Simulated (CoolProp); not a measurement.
Values from CoolProp's reference Helmholtz-energy equation of state, Schroeder 2014.

### Question
For ethanol, give the phase and the density (kg/m³), cp (kJ/(kg K)), speed of sound (m/s), Joule-Thomson coefficient (K/MPa) at 168.7 K and 0.169 MPa; 238.4 K and 0.169 MPa; 308.1 K and 0.169 MPa.

### Answer
- 168.7 K and 0.169 MPa: liquid; density 899, cp 1.87, speed of sound 1660, Joule-Thomson coefficient -0.482
- 238.4 K and 0.169 MPa: liquid; density 836, cp 2.07, speed of sound 1370, Joule-Thomson coefficient -0.437
- 308.1 K and 0.169 MPa: liquid; density 777, cp 2.52, speed of sound 1110, Joule-Thomson coefficient -0.335
